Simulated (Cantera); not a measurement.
Input: 1 mol PbCl₂, a varied amount of H₂, equilibrated at 1048.15 K and 0.00133 bar.

Method: chemical equilibrium by Gibbs-energy minimisation in Cantera with the NASA 1993 tables (ideal gas, pure condensed phases). Candidate condensed phases: Pb, PbCl₂; 10 gas species. The tables' values for PbCl₄ are old estimates; treat these amounts as uncertain. Kinetics and transport are ignored.

At 4.7 mol H₂, list the 5 most abundant gas species with their mole fractions, and the condensed phases.

H₂ 0.670, HCl 0.186, PbCl 0.0818, Pb 0.0336, PbCl₂ 0.0284. Condensed: Pb(l).
